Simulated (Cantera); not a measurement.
A Cantera script and what it prints.

```python
import numpy as np
import cantera as ct

gas_names = """
    Cu CuO Cu2 H HNO HNO2 HNO3 HO2 H2 H2O H2O2 N NH NH2 NH3 NH2OH NO NO2 NO3 N2 N2H2 N2H4 N2O O OH O2 O3
""".split()
cond_names = """
    Cu(cr) Cu(L) CuO(s) CuO2H2(s) Cu2O(s) Cu2O(L) H2O(s) H2O(L)
""".split()


# ... load() reads the species with a 1 bar reference pressure and builds the phases ...
atoms = {
    'CuO': {'Cu': 1, 'O': 1},
    'H2': {'H': 2},
    'N2': {'N': 2},
}
top_T = {'CuO(s)': 1390}  # K; cautious upper limits of use, not melting points


# ... equilibrate(T, P, feed) seeds the gas with the atoms and calls Mixture.equilibrate('TP', solver="vcs", rtol=1e-11, max_steps=5000) ...
results = []
feed = {'CuO': 1, 'H2': 0.41, 'N2': 5.4}  # mol
P = 1000  # Pa
for T in [723, 798, 873, 948, 1023, 1098, 1173, 1248, 1323, 1398, 1473, 1548, 1623]:
    mix = equilibrate(T, P, feed)
    results.append((T, P, feed, dict(zip(mix.species_names, mix.species_moles))))

top = {s: max(r[3][s] / sum(r[3][g] for g in gas_names) for r in results) for s in gas_names}
cols = sorted((s for s in top if top[s] > 0.0001), key=lambda s: -top[s])[:6]
seen = [c for c in cond_names if any(r[3].get(c, 0) > 1e-12 for r in results)]
print("log10 of partial pressures in bar; condensed amounts in mol")
print(f"{'T/K':>10s}" + "".join(f"{s[:9]:>10s}" for s in cols + seen))
for T, P, feed, n in results:
    ng = sum(n[g] for g in gas_names)
    print(f"{T:10.4g}" + "".join(f"{np.log10(max(n[s] / ng * P / 1e5, 1e-99)):10.3f}" for s in cols)
          + "".join(f"{n.get(c, 0):10.4g}" for c in seen))
```

Output:

```
log10 of partial pressures in bar; condensed amounts in mol
       T/K        N2       H2O        O2        Cu        NO        OH     Cu(L)    CuO(s)   Cu2O(s)   Cu2O(L)
       723    -2.032    -3.151    -9.296   -19.361   -11.607   -13.416         0      0.18      0.41         0
       798    -2.032    -3.151    -7.447   -16.973   -10.062   -11.854         0    0.1799      0.41         0
       873    -2.032    -3.151    -5.926   -14.996    -8.788   -10.561         0    0.1772    0.4114         0
       948    -2.033    -3.152    -4.655   -13.334    -7.720    -9.475         0    0.1284    0.4358         0
      1023    -2.035    -3.155    -4.115   -11.783    -7.082    -8.685         0         0       0.5         0
      1098    -2.035    -3.155    -4.115   -10.330    -6.763    -8.118         0         0       0.5         0
      1173    -2.035    -3.155    -4.115    -9.065    -6.485    -7.624         0         0       0.5         0
      1248    -2.035    -3.155    -4.116    -7.955    -6.241    -7.188         0         0       0.5         0
      1323    -2.035    -3.155    -4.117    -6.974    -6.024    -6.802         0         0       0.5         0
      1398    -2.035    -3.155    -4.118    -6.100    -5.831    -6.458         0         0    0.4998         0
      1473    -2.035    -3.155    -4.115    -5.318    -5.655    -6.147         0         0    0.4986         0
      1548    -2.042    -3.162    -3.681    -4.745    -5.285    -5.763    0.3117         0         0    0.3388
      1623    -2.056    -3.177    -3.324    -4.255    -4.970    -5.427    0.9657         0         0         0
```

Method: chemical equilibrium by Gibbs-energy minimisation in Cantera with the NASA 1993 tables (ideal gas, pure condensed phases). Each liquid is taken as pure. Mutual solubility and eutectic melting of coexisting phases are not modelled.
